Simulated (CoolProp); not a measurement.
Properties of methane along the isobar 6.09 MPa (Tc = -82.6 °C, pc = 4.599 MPa, ω = 0.011).

Computed with CoolProp (reference Helmholtz-energy equation of state, Setzmann 1991).

```
T (°C)           phase  density (kg/m³)  speed of sound (m/s)
-------  -------------  ---------------  --------------------
-107.65         liquid            338.4                 844.5
-99.15          liquid            318.2                 739.3
-90.65          liquid            293.3                 621.3
-82.25   supercritical            258.6                 481.2
-73.75   supercritical            181.6                 307.5
-65.25   supercritical            108.2                 305.0
-56.75   supercritical            87.32                 325.5
-48.35   supercritical            76.23                 342.6
-39.85   supercritical            68.68                 357.6
-31.35   supercritical            63.06                 371.0
-22.95   supercritical            58.67                 383.0
-14.45   supercritical            55.03                 394.1
-5.95    supercritical            51.95                 404.4
2.55     supercritical            49.30                 414.1
```
